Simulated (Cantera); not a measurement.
**Reactions in the system Cl-Fe-O**

Source: NASA polynomial tables (part measured, part estimated), evaluated in Cantera. Values are per mole of reaction as written; species without (g) are pure solids or liquids, kept so even where they would boil at 1 bar. FeO: taken at fixed stoichiometry.

2 FeO + 3 Cl₂(g) = 2 FeCl₃(g) + 2 O(g)

```csv
T (K),ΔH° (kJ),ΔS° (J/K),ΔG° (kJ),log10 K
2223,433.6,148.0,104.5,-2.46
2273,431.3,147.0,97.1,-2.23
2323,429.0,146.0,89.8,-2.02
2373,426.6,145.0,82.5,-1.82
2423,424.3,144.0,75.3,-1.62
2473,421.9,143.1,68.1,-1.44
2523,419.5,142.1,61.0,-1.26
2573,417.1,141.2,53.9,-1.09
2623,414.7,140.2,46.9,-0.93
2673,412.2,139.3,39.9,-0.78
```
